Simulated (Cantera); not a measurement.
A closed system holds: 1 mol Si, 0.36 mol HCl, 7.7 mol H2, at 18.0 Torr.

Equilibrium computed with Cantera from the NASA thermochemical tables; the gas is ideal and each condensed phase is pure. Candidate condensed phases: Si; 19 gas species. Equilibrium is a limit: real reactors are often held back by kinetics, nucleation or transport.

Over these rows the condensed part is Si(s). Partial pressures as log10 of bar:

```
T (K)  1000/T (1/K)  log p SiH2Cl2  log p H2  log p HCl
-----  ------------  -------------  --------  ---------
1100         0.9091          -5.66     -1.63      -3.20
1175         0.8511              ?     -1.64      -3.11
1250         0.8000          -6.16     -1.64      -3.07
1325         0.7547          -6.47     -1.64      -3.06
1400         0.7143          -6.76     -1.64      -3.06
1475         0.6780          -7.02     -1.64      -3.06
```

Fit log p(SiH2Cl2) = a + b·(1000/T) to the five rows, give the apparent enthalpy, and predict the row at 1175 K.

Means: 1000/T = 0.7712, log p = -6.414. Sxy = 0.188382, Sxx = 0.0320419, so b = 5.88 and a = -6.414 − (5.88)×0.7712 = -10.95.
Apparent enthalpy: −19.145 × (5.88) = -113 kJ/mol. With the condensed phases at unit activity, Si(s) + 2 HCl(g) = SiH2Cl2(g) links this pressure to the main gases: over the six rows their terms move log p by +0.28 in all, so the slope isn't that reaction's ΔH° alone. The five rows lie within 0.09 of the line.
Prediction at 1175 K: -10.95 + (5.88)×0.8511 = -5.95. The computed value is -5.87, 0.08 from the line.
